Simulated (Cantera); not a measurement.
Input (Python, Cantera) and output of one run.

```python
import numpy as np
import cantera as ct

gas_names = """
    C CO CO2 C2 C2O C3 C3O2 C4 C5 Cu CuO Cu2 O O2 O3
""".split()
cond_names = """
    C(gr) Cu(cr) Cu(L) CuO(s) Cu2O(s) Cu2O(L)
""".split()


def load(file, names, dense=False):
    # The tables refer to 1 bar. Condensed volumes are neglected.
    table = {s.name: s for s in ct.Species.list_from_file(file)}
    out = []
    for n in names:
        d = dict(table[n].input_data)
        d["thermo"] = dict(d["thermo"], **{"reference-pressure": 1e5})
        if dense:
            d["equation-of-state"] = {"model": "constant-volume", "density": "1e6 g/cm^3"}
        out.append(ct.Species.from_dict(d))
    return out


gas = ct.Solution(thermo="ideal-gas", species=load("nasa_gas.yaml", gas_names))
cond = {s.name: ct.Solution(thermo="fixed-stoichiometry", species=[s], name=s.name)
        for s in load("nasa_condensed.yaml", cond_names, dense=True)}
atoms = {
    'Cu2O': {'Cu': 2, 'O': 1},
    'CO': {'C': 1, 'O': 1},
}
top_T = {'C(gr)': 4500, 'CuO(s)': 1390}  # K; cautious upper limits of use, not melting points


def equilibrate(T, P, feed):
    n = {}
    for name, mol in feed.items():
        for a, k in atoms[name].items():
            n[a] = n.get(a, 0.0) + k * mol
    gas.TPX = T, P, n
    mass = sum(n.values()) * gas.mean_molecular_weight
    gas.equilibrate("TP")
    valid = [c for c in cond.values() if c.min_temp <= T <= top_T.get(c.name, c.max_temp)]
    mix = ct.Mixture([(gas, mass / gas.mean_molecular_weight)] + [(c, 0.0) for c in valid])
    mix.T, mix.P = T, P
    mix.equilibrate("TP", solver="vcs", rtol=1e-11, max_steps=5000)
    return mix


results = []
feed = {'Cu2O': 1, 'CO': 13}  # mol
P = 23  # Pa
for T in [1198, 1398, 1598, 1798, 1998, 2198, 2398, 2598]:
    mix = equilibrate(T, P, feed)
    results.append((T, P, feed, dict(zip(mix.species_names, mix.species_moles))))

top = {s: max(r[3][s] / sum(r[3][g] for g in gas_names) for r in results) for s in gas_names}
cols = sorted((s for s in top if top[s] > 0.001), key=lambda s: -top[s])[:9]
seen = [c for c in cond_names if any(r[3].get(c, 0) > 1e-12 for r in results)]
print("log10 of partial pressures in bar; condensed amounts in mol")
print(f"{'T/K':>10s}" + "".join(f"{s[:9]:>10s}" for s in cols + seen))
for T, P, feed, n in results:
    ng = sum(n[g] for g in gas_names)
    print(f"{T:10.4g}" + "".join(f"{np.log10(max(n[s] / ng * P / 1e5, 1e-99)):10.3f}" for s in cols)
          + "".join(f"{n.get(c, 0):10.4g}" for c in seen))
```

Output:

```
log10 of partial pressures in bar; condensed amounts in mol
       T/K        CO        Cu       CO2         O        O2    Cu(cr)     Cu(L)
      1198    -3.673    -7.935    -4.752   -16.477   -17.716     1.999         0
      1398    -3.675    -5.887    -4.755   -13.140   -14.205         0     1.926
      1598    -3.735    -4.514    -4.814   -10.640   -11.582         0         0
      1798    -3.735    -4.513    -4.814    -8.698    -9.550         0         0
      1998    -3.735    -4.514    -4.817    -7.149    -7.936         0         0
      2198    -3.734    -4.516    -4.864    -5.929    -6.712         0         0
      2398    -3.730    -4.527    -5.160    -5.174    -6.215         0         0
      2598    -3.729    -4.538    -5.785    -4.911    -6.547         0         0
```

These are equilibrium values from Cantera (NASA tables, ideal gas, pure condensed phases), not measurements of a reactor.
